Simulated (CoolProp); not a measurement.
Saturation properties of octamethylcyclotetrasiloxane (D4).

Values from CoolProp's reference Helmholtz-energy equation of state, Thol 2015.

```json
[
 {"T (K)": "397.1", "p (MPa)": "0.02168", "liquid density (kg/m³)": "833.7", "vapour density (kg/m³)": "1.997", "enthalpy of vaporisation (kJ/kg)": "150.2", "surface tension (mN/m)": "10.9"},
 {"T (K)": "410.7", "p (MPa)": "___", "liquid density (kg/m³)": "816.5", "vapour density (kg/m³)": "3.072", "enthalpy of vaporisation (kJ/kg)": "145.3", "surface tension (mN/m)": "9.92"},
 {"T (K)": "424.3", "p (MPa)": "0.05179", "liquid density (kg/m³)": "798.8", "vapour density (kg/m³)": "4.569", "enthalpy of vaporisation (kJ/kg)": "140.3", "surface tension (mN/m)": "___"},
 {"T (K)": "437.9", "p (MPa)": "0.07597", "liquid density (kg/m³)": "780.6", "vapour density (kg/m³)": "6.600", "enthalpy of vaporisation (kJ/kg)": "135.2", "surface tension (mN/m)": "___"},
 {"T (K)": "451.4", "p (MPa)": "0.1079", "liquid density (kg/m³)": "761.8", "vapour density (kg/m³)": "9.279", "enthalpy of vaporisation (kJ/kg)": "129.9", "surface tension (mN/m)": "___"},
 {"T (K)": "465", "p (MPa)": "0.1499", "liquid density (kg/m³)": "742.2", "vapour density (kg/m³)": "12.81", "enthalpy of vaporisation (kJ/kg)": "___", "surface tension (mN/m)": "6.35"},
 {"T (K)": "478.6", "p (MPa)": "0.2033", "liquid density (kg/m³)": "721.5", "vapour density (kg/m³)": "17.38", "enthalpy of vaporisation (kJ/kg)": "118.4", "surface tension (mN/m)": "5.50"},
 {"T (K)": "492.2", "p (MPa)": "0.2704", "liquid density (kg/m³)": "699.6", "vapour density (kg/m³)": "___", "enthalpy of vaporisation (kJ/kg)": "112.1", "surface tension (mN/m)": "4.68"},
 {"T (K)": "505.8", "p (MPa)": "0.3533", "liquid density (kg/m³)": "676.2", "vapour density (kg/m³)": "30.85", "enthalpy of vaporisation (kJ/kg)": "105.3", "surface tension (mN/m)": "3.88"},
 {"T (K)": "519.4", "p (MPa)": "0.4544", "liquid density (kg/m³)": "650.6", "vapour density (kg/m³)": "40.66", "enthalpy of vaporisation (kJ/kg)": "97.85", "surface tension (mN/m)": "3.10"},
 {"T (K)": "533", "p (MPa)": "0.5765", "liquid density (kg/m³)": "622.2", "vapour density (kg/m³)": "53.56", "enthalpy of vaporisation (kJ/kg)": "89.44", "surface tension (mN/m)": "2.36"},
 {"T (K)": "546.6", "p (MPa)": "0.7231", "liquid density (kg/m³)": "589.4", "vapour density (kg/m³)": "71.04", "enthalpy of vaporisation (kJ/kg)": "___", "surface tension (mN/m)": "1.66"}
]
```

### Question
Fill in the missing entries.

### Answer

- 410.7, p (MPa): 0.03415
- 424.3, surface tension (mN/m): 9.00
- 437.9, surface tension (mN/m): 8.10
- 451.4, surface tension (mN/m): 7.22
- 465, enthalpy of vaporisation (kJ/kg): 124.3
- 492.2, vapour density (kg/m³): 23.27
- 546.6, enthalpy of vaporisation (kJ/kg): 79.68

It boils at 448.9 K under 1 atm.

Surface tension comes from a separate correlation (Mulero 2014), older than this fluid's equation and unchecked against measurements.
